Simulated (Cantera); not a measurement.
Charge: 1 mol SiHCl3, 0.019 mol HCl, a varied amount of H2, equilibrated at 1823.15 K and 2.60 mbar.

Cantera equilibrium calculation (NASA polynomials, part measured and part estimated; ideal gas, pure solids and liquids). Candidate condensed phases: Si; 19 gas species. The tables' values for SiCl are old estimates; treat these amounts as uncertain. Gases not in the tables: Si2H6 and higher silanes. Rates play no part.

At 640 mol H2, list the 5 most abundant gas species with their mole fractions, and the condensed phases.

H2 0.985, H 0.00845, HCl 0.00452, Si 0.00136, SiH 7.33e-5. Condensed: gas only.
